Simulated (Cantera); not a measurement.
**Thermodynamics of silicon nitride deposition, feed SiH₂Cl₂ + NH₃ + H₂**

Charge: 1 mol SiH₂Cl₂, 0.22 mol NH₃, 0.18 mol H₂, held at 1750 K and 0.300 Torr.

These are equilibrium values from Cantera (NASA tables, ideal gas, pure condensed phases), not measurements of a reactor. Candidate condensed phases: NH₄Cl, Si, Si₃N₄; 28 gas species. The tables' values for SiCl, SiCl₃ are old estimates; treat these amounts as uncertain. Equilibrium is a limit: real reactors are often held back by kinetics, nucleation or transport.

| Item | Value |
|---|---|
| x(H₂) | 0.468 |
| x(SiCl₂) | 0.275 |
| x(HCl) | 0.197 |
| x(N₂) | 0.0416 |
| x(H) | 0.00796 |
| x(Si) | 0.00375 |
| x(Cl) | 0.00258 |
| x(SiCl) | 0.00254 |
| x(SiCl₃) | 0.00100 |
| n(Si(l)) | 0.252 mol |
| gas amount | 2.646 mol |
